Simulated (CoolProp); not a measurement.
Vapour-liquid equilibrium of R142b (1) + R113 (2) at 0.653 MPa; x and y are mole fractions of (1).

Model: multi-fluid Helmholtz-energy mixture model, Lemmon 2006 and Marx 1992; pair parameters Bell 2016, in CoolProp.

| x | bubble temperature, mixture model (K) | bubble temperature, Raoult's law (K) | y, mixture model | y, Raoult's law |
|---|---|---|---|---|
| 0.05 | 383.4 | 383.6 | 0.173 | 0.194 |
| 0.2 | 364.7 | 365.9 | 0.518 | 0.551 |
| 0.35 | 351.5 | 353.0 | 0.703 | 0.737 |
| 0.5 | 341.8 | 343.1 | 0.813 | 0.846 |
| 0.65 | 334.5 | 335.1 | 0.886 | 0.915 |
| 0.8 | 328.4 | 328.6 | 0.940 | 0.960 |
| 0.95 | 323.1 | 323.1 | 0.986 | 0.992 |

The largest gap from Raoult's law is -1.5 K in bubble temperature, at x = 0.35. No azeotrope shows between x = 0.05 and 0.95.

Pair parameters are fitted to limited data, so mixtures are less certain than the pure fluids.
